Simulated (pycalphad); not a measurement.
All values are pycalphad results on the COST 507 light-alloy database (1999) (1 atm), not direct measurements. No gas phase is included, though pure Si would boil below 3027 °C. These are 1990s assessments: newer ones move some temperatures and phases. Amounts are mole fractions of atoms.

Problem. Give the equilibrium state of Si-69.82C (wt.%) at 1927 °C.

Solution. graphite, fraction 0.688, with 100 C wt.%; CSI, fraction 0.312, with 30.0 C wt.%.

Problem. Give the equilibrium state of Si-69.82C (wt.%) at 3027 °C.

Solution. graphite, fraction 0.794, with 100 C wt.%; liquid, fraction 0.206, with 12.1 C wt.%.

Database names, with the compositions (at.%) that they take in these runs: CSI: Si 50 C 50.
